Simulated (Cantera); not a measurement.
A perfectly stirred reactor is fed with 40.0 % NO, 60.0 % N2, at 0.150 bar; it is held at 1973 K, and followed from long to short residence time.

Model: GRI-Mech 3.0 (53 species, 325 reactions), integrated in Cantera.

x: mole fraction; the columns are a selection and need not sum to one.

```
τ (s)         x NO   x N2       x NO2        x O2         x O       x N2O
------  ----------  -----  ----------  ----------  ----------  ----------
18          0.0868  0.756     5.23e-5       0.156    0.000561     2.85e-6
8.4          0.141  0.729     7.73e-5       0.129    0.000514     7.48e-6
3.9     (withheld)  0.693     9.95e-5  (withheld)  (withheld)  (withheld)
1.8          0.289  0.655    0.000105      0.0552    0.000352     3.29e-5
0.81         0.345  0.627     9.10e-5      0.0274    0.000265     4.85e-5
0.37         0.375  0.613     7.26e-5      0.0125    0.000203     5.86e-5
0.17         0.389  0.606     5.87e-5     0.00555    0.000165     6.36e-5
0.079        0.395  0.603     5.02e-5     0.00246    0.000143     6.50e-5
0.036        0.398  0.601     4.44e-5     0.00104    0.000127     6.36e-5
0.017        0.399  0.600     3.93e-5    0.000425    0.000113     5.92e-5
0.0076       0.400  0.600  (withheld)  (withheld)  (withheld)  (withheld)
```

### Question
Complete the blanks.

### Answer

- 3.9, x NO: 0.214
- 3.9, x O2: 0.0924
- 3.9, x O: 0.000441
- 3.9, x N2O: 1.75e-5
- 0.0076, x NO2: 3.18e-5
- 0.0076, x O2: 0.000139
- 0.0076, x O: 9.20e-5
- 0.0076, x N2O: 5.03e-5
